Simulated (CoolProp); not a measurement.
Vapour-liquid equilibrium of R134a (1) + R245fa (2) at 0.816 MPa; x and y are mole fractions of (1).

Model: multi-fluid Helmholtz-energy mixture model, Tillner-Roth 1994 and Akasaka 2015; pair parameters Akasaka 2014, in CoolProp.

```csv
x,bubble temperature (K),y at the bubble point,dew temperature at overall composition x (K),liquid density (mol/L)
0.05,350.7,0.120,352.9,8.858
0.125,345.3,0.275,350.5,9.093
0.2,340.4,0.404,348.0,9.320
0.275,335.8,0.513,345.3,9.540
0.35,331.6,0.604,342.5,9.754
0.425,327.7,0.681,339.5,9.964
0.5,324.1,0.746,336.4,10.17
0.575,320.7,0.801,333.0,10.37
0.65,317.5,0.849,329.3,10.58
0.725,314.6,0.890,325.3,10.78
0.8,311.8,0.926,320.8,10.99
0.875,309.2,0.957,315.7,11.20
0.95,306.7,0.984,309.8,11.41
```

No azeotrope shows between x = 0.05 and 0.95.

The pair parameters rest on a limited set of measurements; away from them the model extrapolates.
